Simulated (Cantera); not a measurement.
What does this Cantera script print?

```python
import numpy as np
import cantera as ct

gas_names = [...]  # 136 gases of nasa_gas.yaml made of C, H, N, O
cond_names = """
    C(gr) C6H6(L) C7H8(L) C8H18(L),n-octa H2O(s) H2O(L)
""".split()


# ... load() reads the species with a 1 bar reference pressure and builds the phases ...
atoms = {
    'toluene': {'C': 7, 'H': 8},
    'CO2': {'C': 1, 'O': 2},
    'N2': {'N': 2},
    'H2O': {'H': 2, 'O': 1},
}
top_T = {'C(gr)': 4500}  # K; cautious upper limits of use, not melting points


# ... equilibrate(T, P, feed) seeds the gas with the atoms and calls Mixture.equilibrate('TP', solver="vcs", rtol=1e-11, max_steps=5000) ...
results = []
feed = {'toluene': 1, 'CO2': 0.7, 'N2': 0.21, 'H2O': 0.065}  # mol
P = 1400000  # Pa
for T in [1523, 1673, 1823, 1973, 2123, 2273, 2423, 2573, 2723, 2873, 3023]:
    mix = equilibrate(T, P, feed)
    results.append((T, P, feed, dict(zip(mix.species_names, mix.species_moles))))

top = {s: max(r[3][s] / sum(r[3][g] for g in gas_names) for r in results) for s in gas_names}
cols = sorted((s for s in top if top[s] > 0.0001), key=lambda s: -top[s])[:7]
seen = [c for c in cond_names if any(r[3].get(c, 0) > 1e-12 for r in results)]
print("log10 of partial pressures in bar; condensed amounts in mol")
print(f"{'T/K':>10s}" + "".join(f"{s[:9]:>10s}" for s in cols + seen))
for T, P, feed, n in results:
    ng = sum(n[g] for g in gas_names)
    print(f"{T:10.4g}" + "".join(f"{np.log10(max(n[s] / ng * P / 1e5, 1e-99)):10.3f}" for s in cols)
          + "".join(f"{n.get(c, 0):10.4g}" for c in seen))
```

Output:

```
log10 of partial pressures in bar; condensed amounts in mol
       T/K        H2        CO C2H2,acet        N2         H       HCN       CH4     C(gr)
      1523     0.983     0.554    -3.944    -0.284    -4.144    -2.557    -0.671     6.171
      1673     0.989     0.554    -3.255    -0.290    -3.449    -2.152    -0.937     6.193
      1823     0.992     0.554    -2.683    -0.295    -2.867    -1.815    -1.163     6.202
      1973     0.993     0.554    -2.201    -0.303    -2.374    -1.533    -1.355     6.201
      2123     0.992     0.554    -1.789    -0.314    -1.949    -1.294    -1.521     6.187
      2273     0.990     0.553    -1.433    -0.329    -1.581    -1.091    -1.665     6.159
      2423     0.987     0.553    -1.125    -0.352    -1.258    -0.919    -1.794     6.111
      2573     0.981     0.552    -0.855    -0.381    -0.974    -0.773    -1.912     6.034
      2723     0.971     0.550    -0.620    -0.419    -0.722    -0.652    -2.023      5.92
      2873     0.958     0.548    -0.416    -0.466    -0.500    -0.553    -2.132      5.76
      3023     0.938     0.545    -0.239    -0.521    -0.302    -0.473    -2.242     5.544
```

Equilibrium computed with Cantera from the NASA thermochemical tables; the gas is ideal and each condensed phase is pure.
